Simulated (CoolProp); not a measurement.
Aqueous lithium chloride as a coolant, at 4 °C, 1 atm.

Model: Melinder's fits for secondary coolants, in CoolProp.

| mass % | freezing point (°C) | conductivity (W/(m K)) | cp (kJ/(kg K)) | viscosity (mPa s) | Prandtl number |
|---|---|---|---|---|---|
| 3.3 | -3.0 | 0.562 | 4.010 | 1.72 | 12.3 |
| 5.7 | -6.0 | 0.557 | 3.874 | 1.85 | 12.8 |
| 8.1 | -9.2 | 0.553 | 3.742 | 2.00 | 13.5 |
| 10.5 | -13.1 | 0.548 | 3.614 | 2.17 | 14.3 |
| 12.9 | -18.1 | 0.543 | 3.488 | 2.37 | 15.2 |
| 15.3 | -24.9 | 0.539 | 3.368 | 2.61 | 16.3 |
| 17.7 | -33.7 | 0.534 | 3.257 | 2.87 | 17.5 |
